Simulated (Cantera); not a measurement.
Adiabatic ignition

An adiabatic, constant-volume homogeneous reactor starts with 14.1 % H2, 18.0 % O2, 67.9 % N2, equivalence ratio 0.39, at 1100 K and 26.0 bar.

Detailed kinetics in Cantera: GRI-Mech 3.0 (53 species, 325 reactions). The hydrogen kinetics of GRI-Mech 3.0 are dated; newer H2 mechanisms differ, most at raised pressure. The pressure lies above the range GRI-Mech 3.0 was tuned for (to about 10 atm).

```json
[
 {"t (s)": "3.00e-6", "T (K)": "1100", "P (bar)": "26.0", "x H2": "0.141", "x O2": "0.180", "x NO": "<1e-12", "x N2O": "<1e-12", "x OH": "1.58e-11", "x H2O": "3.13e-9"},
 {"t (s)": "6.31e-6", "T (K)": "1100", "P (bar)": "26.0", "x H2": "0.141", "x O2": "0.180", "x NO": "<1e-12", "x N2O": "<1e-12", "x OH": "1.73e-11", "x H2O": "6.98e-9"},
 {"t (s)": "1.33e-5", "T (K)": "1100", "P (bar)": "26.0", "x H2": "0.141", "x O2": "0.180", "x NO": "<1e-12", "x N2O": "<1e-12", "x OH": "2.18e-11", "x H2O": "1.65e-8"},
 {"t (s)": "2.79e-5", "T (K)": "1100", "P (bar)": "26.0", "x H2": "0.141", "x O2": "0.180", "x NO": "<1e-12", "x N2O": "<1e-12", "x OH": "3.71e-11", "x H2O": "4.63e-8"},
 {"t (s)": "5.88e-5", "T (K)": "1100", "P (bar)": "26.0", "x H2": "0.141", "x O2": "0.180", "x NO": "<1e-12", "x N2O": "1.02e-12", "x OH": "9.46e-11", "x H2O": "1.83e-7"},
 {"t (s)": "0.000124", "T (K)": "1100", "P (bar)": "26.0", "x H2": "0.141", "x O2": "0.180", "x NO": "<1e-12", "x N2O": "5.08e-12", "x OH": "3.54e-10", "x H2O": "1.12e-6"},
 {"t (s)": "0.000260", "T (K)": "1100", "P (bar)": "26.0", "x H2": "0.141", "x O2": "0.180", "x NO": "<1e-12", "x N2O": "3.51e-11", "x OH": "2.24e-9", "x H2O": "1.15e-5"},
 {"t (s)": "0.000548", "T (K)": "1103", "P (bar)": "26.1", "x H2": "0.141", "x O2": "0.180", "x NO": "<1e-12", "x N2O": "3.39e-10", "x OH": "2.65e-8", "x H2O": "0.000233"},
 {"t (s)": "0.00115", "T (K)": "2341", "P (bar)": "51.5", "x H2": "0.000160", "x O2": "0.117", "x NO": "0.000155", "x N2O": "4.44e-6", "x OH": "0.00337", "x H2O": "0.149"},
 {"t (s)": "0.00242", "T (K)": "2337", "P (bar)": "51.4", "x H2": "0.000157", "x O2": "0.116", "x NO": "0.00189", "x N2O": "4.39e-6", "x OH": "0.00331", "x H2O": "0.150"},
 {"t (s)": "0.00510", "T (K)": "2329", "P (bar)": "51.2", "x H2": "0.000152", "x O2": "0.115", "x NO": "0.00478", "x N2O": "4.33e-6", "x OH": "0.00321", "x H2O": "0.150"},
 {"t (s)": "0.0107", "T (K)": "2319", "P (bar)": "51.0", "x H2": "0.000145", "x O2": "0.113", "x NO": "0.00830", "x N2O": "4.28e-6", "x OH": "0.00309", "x H2O": "0.150"},
 {"t (s)": "0.0226", "T (K)": "2313", "P (bar)": "50.9", "x H2": "0.000141", "x O2": "0.112", "x NO": "0.0107", "x N2O": "4.27e-6", "x OH": "0.00301", "x H2O": "0.150"},
 {"t (s)": "0.0475", "T (K)": "2311", "P (bar)": "50.8", "x H2": "0.000140", "x O2": "0.112", "x NO": "0.0112", "x N2O": "4.27e-6", "x OH": "0.00299", "x H2O": "0.150"},
 {"t (s)": "0.100", "T (K)": "2311", "P (bar)": "50.8", "x H2": "0.000140", "x O2": "0.112", "x NO": "0.0113", "x N2O": "4.27e-6", "x OH": "0.00299", "x H2O": "0.150"}
]
```
x: mole fraction; the columns are a selection and need not sum to one.

The time of steepest temperature rise is 1.05 ms. The temperature at 0.100 s is 2311 K and the equilibrium temperature is 2311 K. The x(H2) at 0.100 s comes out as 0.000140 (gas-phase equilibrium 0.000140) and the x(O2) at 0.100 s comes out as 0.112 (gas-phase equilibrium 0.112). The x(NO) at 0.100 s is 0.0113 (gas-phase equilibrium 0.0113).
